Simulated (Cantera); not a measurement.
# Stirred combustor or abatement burner

A perfectly stirred reactor is fed with 13.8 % CH₄, 16.3 % O₂, 61.0 % N₂, 8.84 % H₂O, at 0.987 atm; it is adiabatic with a 748 K inlet, and is followed from long to short residence time, starting on the burning branch (τ in s: 0.34, 0.08, 0.019, 0.0044, 0.001, 0.00024, 5.7e-05, 1.3e-05, 3.1e-06).

Cantera simulation using GRI-Mech 3.0 (53 species, 325 reactions); the numbers are that mechanism's predictions, not measurements.

```json
[
 {"τ (s)": "0.34", "T (K)": "1985", "x CH₄": "0.000629", "x O₂": "5.34e-5", "x H₂O": "0.213", "x HCO": "3.43e-8", "x C₂H": "9.42e-9"},
 {"τ (s)": "0.080", "T (K)": "1988", "x CH₄": "0.00159", "x O₂": "0.000198", "x H₂O": "0.215", "x HCO": "7.55e-8", "x C₂H": "6.67e-8"},
 {"τ (s)": "0.019", "T (K)": "1990", "x CH₄": "0.00299", "x O₂": "0.000669", "x H₂O": "0.219", "x HCO": "2.12e-7", "x C₂H": "2.63e-7"},
 {"τ (s)": "0.0044", "T (K)": "1981", "x CH₄": "0.00473", "x O₂": "0.00216", "x H₂O": "0.224", "x HCO": "6.97e-7", "x C₂H": "6.71e-7"},
 {"τ (s)": "0.0010", "T (K)": "1931", "x CH₄": "0.00817", "x O₂": "0.00768", "x H₂O": "0.227", "x HCO": "2.43e-6", "x C₂H": "1.07e-6"},
 {"τ (s)": "0.00024", "T (K)": "748", "x CH₄": "0.138", "x O₂": "0.163", "x H₂O": "0.0884", "x HCO": "<1e-12", "x C₂H": "<1e-12"},
 {"τ (s)": "5.7e-5", "T (K)": "748", "x CH₄": "0.138", "x O₂": "0.163", "x H₂O": "0.0884", "x HCO": "<1e-12", "x C₂H": "<1e-12"},
 {"τ (s)": "1.3e-5", "T (K)": "748", "x CH₄": "0.138", "x O₂": "0.163", "x H₂O": "0.0884", "x HCO": "<1e-12", "x C₂H": "<1e-12"},
 {"τ (s)": "3.1e-6", "T (K)": "748", "x CH₄": "0.138", "x O₂": "0.163", "x H₂O": "0.0884", "x HCO": "<1e-12", "x C₂H": "<1e-12"}
]
```
x: mole fraction; the columns are a selection and need not sum to one.
